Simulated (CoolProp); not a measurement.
A single-stage vapour-compression cycle with R134a: evaporating at 250.15 K (dew point), condensing at 291.15 K (bubble point), superheat 8 K, subcooling 2 K, compressor efficiency 0.8, no pressure losses. Each further row changes one setting.

Model: reference Helmholtz-energy equation of state, Tillner-Roth 1994, in CoolProp.

```json
[
 {"case": "as stated", "cooling COP": "4.14", "pressure ratio": "4.62", "discharge temperature (K)": "315.3", "refrigerating effect (kJ/kg)": "169", "volumetric capacity (kJ/m³)": "977"},
 {"case": "evaporating temperature 255.15 K", "cooling COP": "4.91", "pressure ratio": "(withheld)", "discharge temperature (K)": "312.7", "refrigerating effect (kJ/kg)": "172", "volumetric capacity (kJ/m³)": "1220"},
 {"case": "condensing temperature 286.15 K", "cooling COP": "4.84", "pressure ratio": "3.93", "discharge temperature (K)": "309.0", "refrigerating effect (kJ/kg)": "176", "volumetric capacity (kJ/m³)": "1020"},
 {"case": "subcooling 7 K", "cooling COP": "4.31", "pressure ratio": "4.62", "discharge temperature (K)": "315.3", "refrigerating effect (kJ/kg)": "176", "volumetric capacity (kJ/m³)": "1020"},
 {"case": "superheat 18 K", "cooling COP": "(withheld)", "pressure ratio": "4.62", "discharge temperature (K)": "325.7", "refrigerating effect (kJ/kg)": "177", "volumetric capacity (kJ/m³)": "979"},
 {"case": "compressor efficiency 0.7", "cooling COP": "(withheld)", "pressure ratio": "4.62", "discharge temperature (K)": "(withheld)", "refrigerating effect (kJ/kg)": "169", "volumetric capacity (kJ/m³)": "977"}
]
```

### Question
Complete the blanks.

### Answer

- evaporating temperature 255.15 K, pressure ratio: 3.71
- superheat 18 K, cooling COP: 4.15
- compressor efficiency 0.7, cooling COP: 3.62
- compressor efficiency 0.7, discharge temperature (K): 321.4
